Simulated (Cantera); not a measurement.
FeS2 + O2 (roasting and sulfation)

Input: 1 mol FeS2, a varied amount of O2, held at 1325 K and 13000 Pa.

These are equilibrium values from Cantera (NASA tables, ideal gas, pure condensed phases), not measurements of a reactor. Candidate condensed phases: Fe, FeO, FeS, FeSO4, FeS2, Fe2O3, Fe2(SO4)3, Fe3O4, S; 12 gas species. Mutual solubility and eutectic melting of coexisting phases are not modelled. FeS: taken at fixed stoichiometry. Kinetics and transport are ignored.

From 0.19 mol O2 to 0.56 mol O2 the condensed part is FeS(s). From 0.93 mol O2 to 2 mol O2 the condensed part is FeS(s) + Fe3O4(s). At 2.4 mol O2 the condensed part is Fe3O4(s). From 2.8 mol O2 to 3.2 mol O2 the condensed part is Fe2O3(s).

| n(O2) (mol) | x SO2 | x S2 | x O2 | x S2O | x SO3 | x SO | n FeS(s) | n Fe3O4(s) | n Fe2O3(s) |
|---|---|---|---|---|---|---|---|---|---|
| 0.19 | 0.313 | 0.672 | 3.85e-11 | 0.0130 | 7.22e-8 | 0.00200 | 1.00 | 0 | 0 |
| 0.56 | 0.713 | 0.274 | 1.37e-10 | 0.0100 | 3.11e-7 | 0.00242 | 1.00 | 0 | 0 |
| 0.93 | 0.885 | 0.108 | 2.72e-10 | 0.00552 | 5.43e-7 | 0.00213 | 0.910 | 0.0300 | 0 |
| 1.3 | 0.885 | 0.108 | 2.72e-10 | 0.00552 | 5.43e-7 | 0.00213 | 0.657 | 0.114 | 0 |
| 1.7 | 0.885 | 0.108 | 2.72e-10 | 0.00552 | 5.43e-7 | 0.00213 | 0.384 | 0.205 | 0 |
| 2 | 0.885 | 0.108 | 2.72e-10 | 0.00552 | 5.43e-7 | 0.00213 | 0.180 | 0.273 | 0 |
| 2.4 | 0.926 | 0.0680 | 3.58e-10 | 0.00400 | 6.52e-7 | 0.00195 | 0 | 0.333 | 0 |
| 2.8 | 0.973 | <1e-12 | 0.0218 | <1e-12 | 0.00534 | 2.62e-7 | 0 | 0 | 0.500 |
| 3.2 | 0.809 | <1e-12 | 0.178 | <1e-12 | 0.0127 | 7.61e-8 | 0 | 0 | 0.500 |
x: gas mole fraction; n: condensed amount in mol.
